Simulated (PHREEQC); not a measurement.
# Spent oxide etchant (model solution)

Consider water at 53 °C with 0.24 mol NH4HF2 and 0.025 mol H2SiF6 per kg of water. Closed to the air; pH follows from the charge balance.

Computed with PHREEQC (ion-association model, phreeqc.dat).

Each row changes one thing in this solution. Precipitation was switched off in this run.

```csv
case,pH,ionic strength (mol/kgw),HF (mol/kgw),F- (mol/kgw),HF2- (mol/kgw)
as made,2.92,0.267,0.200,0.103,0.0885
H2SiF6 from 0.025 to 0.0375 mol/kgw,2.77,0.280,0.230,0.0842,0.0830
NH4HF2 left out,1.42,0.0679,0.0145,0.000195,1.23e-5
H2SiF6 left out,3.22,0.241,0.146,0.148,0.0930
temperature from 53 to 35 °C,2.78,0.267,0.202,0.106,0.0862
```

Some of these states are supersaturated (in Quartz (slow to form), Chalcedony (slow to form), for instance). Constants without temperature data keep their 25 °C values here. SiF6-2 is the database's only silicon fluoride.
